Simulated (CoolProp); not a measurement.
A closed Brayton cycle with carbon dioxide: compressor inlet 314.15 K and 7.6 MPa, high pressure 14.6 MPa, turbine inlet 815 K, compressor efficiency 0.89, turbine efficiency 0.93, recuperator effectiveness 0.95 (on enthalpy, no pinch check). Each further row changes one setting.

Computed with CoolProp (reference Helmholtz-energy equation of state, Span 1996).

```tsv
case	thermal efficiency (%)	net work (kJ/kg)	compressor to turbine work	compressor exit (K)	turbine exit (K)
as stated	35.7	62.9	0.30	364.6	734.6
turbine inlet 765 K	34.0	56.8	0.32	364.6	687.7
compressor inlet 324.15 K	35.6	58.1	0.35	379.3	734.6
high pressure 12.4 MPa	33.4	48.7	0.28	351.7	754.4
recuperator effectiveness 0.5	17.1	62.9	0.30	364.6	734.6
```
